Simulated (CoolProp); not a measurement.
500 sccm (0 °C, 1 atm) of nitrogen bubbles through liquid benzene at 298.1 K and leaves saturated at a total pressure of 0.15 MPa (ideal gas phase). Each further row changes one setting.

The numbers come from the reference Helmholtz-energy equation of state, Thol 2012 in CoolProp.

```
case                      vapour pressure (kPa)  mole fraction of vapour  delivery (mg/min)  delivery (sccm)  change of delivery for a bath 1 K warmer (%)
------------------------  ---------------------  -----------------------  -----------------  ---------------  --------------------------------------------
as stated                                  12.7                   0.0844                ___             46.1                                           5.2
bath temperature 303.1 K                   15.9                    0.106                206              ___                                           5.1
total pressure 0.3 MPa                     12.7                      ___               76.8              ___                                           4.9
```

**Question.** What belongs in the gaps?

**Answer.** 
- as stated, delivery (mg/min): 161
- bath temperature 303.1 K, delivery (sccm): 59.2
- total pressure 0.3 MPa, mole fraction of vapour: 0.0422
- total pressure 0.3 MPa, delivery (sccm): 22.0
